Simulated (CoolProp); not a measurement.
c-C4F8 (RC318) at several states: fugacity coefficient from the reference equation and from simpler models built on Tc = 388.4 K, pc = 2778 kPa, ω = 0.355; each cubic takes its own stable root.

Computed with CoolProp (reference Helmholtz-energy equation of state, Platzer 1990). This equation is an older, rougher fit; its heat capacities, sound speeds and derivatives of the liquid may be far off and weren't checked against measurements.

| T (K) | p (kPa) | phase | reference |
|---|---|---|---|
| 341 | 11300 | liquid | 0.1241 |
| 314.8 | 792 | liquid | 0.5781 |
| 269.1 | 99.1 | gas | 0.9603 |

Question: How far does each simpler model (van der Waals, Redlich-Kwong, Soave-Redlich-Kwong, Peng-Robinson) lie from the reference over these 3 states: mean and median of the absolute difference, and the worst?

Answer: 
- van der Waals: mean 45.1 %, median 48.9 %, worst +84.8 % at 341 K and 11300 kPa
- Redlich-Kwong: mean 21.3 %, median 26.0 %, worst +37.1 % at 314.8 K and 792 kPa
- Soave-Redlich-Kwong: mean 1.7 %, median 0.6 %, worst +4.4 % at 341 K and 11300 kPa
- Peng-Robinson: mean 2.1 %, median 1.5 %, worst -4.5 % at 341 K and 11300 kPa

At some of these states van der Waals gives the other phase, because its saturation line lies elsewhere.
